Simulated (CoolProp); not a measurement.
Vapour pressure (MPa) of CH3F (R41): the reference equation beside estimates from Tc = 44.1 °C, pc = 5.906 MPa, ω = 0.200. Clausius-Clapeyron is anchored at -105.15 °C with a constant enthalpy of vaporisation of 17.78 kJ/mol.

The numbers come from the reference Helmholtz-energy equation of state, Lemmon 2006 in CoolProp. It is a short technical equation, of lower accuracy than the large ones.

| T (°C) | reference | Clausius-Clapeyron | Soave-Redlich-Kwong |
|---|---|---|---|
| -127.85 | 0.002257 | 0.002424 | 0.001880 |
| -116.55 | 0.006849 | ? | ? |
| -105.15 | 0.01771 | 0.01771 | 0.01604 |
| -93.75 | ? | ? | ? |
| -82.35 | 0.08089 | 0.08102 | 0.07737 |
| -70.95 | ? | 0.1524 | 0.1461 |
| -59.65 | 0.2571 | 0.2667 | 0.2545 |
| -48.25 | 0.4174 | 0.4431 | ? |
| -36.85 | 0.6448 | 0.7010 | ? |
| -25.45 | 0.9552 | 1.063 | 0.9731 |

Problem. Some entries are withheld; supply them.

Solution. 
- -116.55, Clausius-Clapeyron: 0.007011
- -116.55, Soave-Redlich-Kwong: 0.005974
- -93.75, reference: 0.03997
- -93.75, Clausius-Clapeyron: 0.03975
- -93.75, Soave-Redlich-Kwong: 0.03731
- -70.95, reference: 0.1499
- -48.25, Soave-Redlich-Kwong: 0.4183
- -36.85, Soave-Redlich-Kwong: 0.6523

Absolute difference from the reference over all 10 rows, mean and median: Clausius-Clapeyron 4.2 and 3.0 %, Soave-Redlich-Kwong 5.7 and 3.4 %.
